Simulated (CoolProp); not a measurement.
The fluid at 298.15 K and 0.202 MPa flows at 0.06 m/s in a round tube of 20 mm bore and 15 µm roughness, fully developed (64/Re and Nu = 3.66 if laminar; Colebrook and Gnielinski if turbulent). The same conditions are run with several fluids, on thermodynamics alone (safety and materials aside).

The numbers come from the reference Helmholtz-energy equation of state of each fluid (methane: Setzmann 1991; isobutane: Bücker 2006; ammonia: Gao 2020; ethane: Bücker 2006; propane: Lemmon 2009) in CoolProp.

### Question
Rank methane, isobutane, ammonia, ethane, propane by Reynolds number, highest first.

### Answer
isobutane (803), propane (548), ethane (318), ammonia (169), methane (140)

```csv
fluid,Darcy friction factor,pressure drop (Pa/m),heat-transfer coefficient (W/(m² K)),mass flow (kg/h)
methane,0.456,0.0538,6.26,0.0890
isobutane,0.0797,0.0359,3.08,0.340
ammonia,0.379,0.0483,4.58,0.0962
ethane,0.201,0.0450,3.86,0.169
propane,0.117,0.0391,3.36,0.252
```

Transport values come from each fluid's own correlations.
